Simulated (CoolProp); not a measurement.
Model: reference Helmholtz-energy equation of state, Leachman 2009, in CoolProp.

### Question
Give the vapour pressure (kPa), liquid cp (kJ/(kg K)), surface tension (mN/m), vapour viscosity (µPa s) of saturated normal hydrogen at 27.5, 32.2 K.

### Answer
| T (K) | p (kPa) | liquid cp (kJ/(kg K)) | surface tension (mN/m) | vapour viscosity (µPa s) |
|---|---|---|---|---|
| 27.5 | 524 | 16.9 | 0.721 | 1.46 |
| 32.2 | 1130 | 68.3 | 0.0817 | 2.14 |

Viscosity comes from a separate model (Muzny 2013). Surface tension comes from a separate correlation (Mulero 2012).
